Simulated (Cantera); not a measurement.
Aluminium and copper etching: Al + Cl2 + N2

A closed system holds: 1 mol Al, 2.2 mol Cl2, 3.5 mol N2, at 46.0 Pa.

Cantera equilibrium calculation (NASA polynomials, part measured and part estimated; ideal gas, pure solids and liquids). Candidate condensed phases: Al, AlCl3, AlN; 11 gas species. Rates play no part.

From 425 K to 875 K nothing is condensed. The main Al-bearing gas is Al2Cl6 at 425 K and AlCl3 at 875 K.

```json
[
 {"T (K)": "425", "log p N2": "-3.47", "log p AlCl3": "-5.94", "log p Cl2": "-4.16", "log p Al2Cl6": "-4.32", "log p Cl": "-14.17"},
 {"T (K)": "475", "log p N2": "-3.47", "log p AlCl3": "-5.15", "log p Cl2": "-4.17", "log p Al2Cl6": "-4.35", "log p Cl": "-12.60"},
 {"T (K)": "525", "log p N2": "-3.48", "log p AlCl3": "-4.57", "log p Cl2": "-4.18", "log p Al2Cl6": "-4.47", "log p Cl": "-11.32"},
 {"T (K)": "575", "log p N2": "-3.50", "log p AlCl3": "-4.21", "log p Cl2": "-4.19", "log p Al2Cl6": "-4.82", "log p Cl": "-10.27"},
 {"T (K)": "625", "log p N2": "-3.51", "log p AlCl3": "-4.09", "log p Cl2": "-4.20", "log p Al2Cl6": "-5.45", "log p Cl": "-9.38"},
 {"T (K)": "675", "log p N2": "-3.51", "log p AlCl3": "-4.06", "log p Cl2": "-4.21", "log p Al2Cl6": "-6.15", "log p Cl": "-8.62"},
 {"T (K)": "725", "log p N2": "-3.51", "log p AlCl3": "-4.05", "log p Cl2": "-4.21", "log p Al2Cl6": "-6.78", "log p Cl": "-7.97"},
 {"T (K)": "775", "log p N2": "-3.51", "log p AlCl3": "-4.05", "log p Cl2": "-4.21", "log p Al2Cl6": "-7.33", "log p Cl": "-7.39"},
 {"T (K)": "825", "log p N2": "-3.51", "log p AlCl3": "-4.05", "log p Cl2": "-4.21", "log p Al2Cl6": "-7.82", "log p Cl": "-6.89"},
 {"T (K)": "875", "log p N2": "-3.51", "log p AlCl3": "-4.05", "log p Cl2": "-4.21", "log p Al2Cl6": "-8.24", "log p Cl": "-6.44"}
]
```
log p: log10 of the partial pressure in bar; nothing condenses.
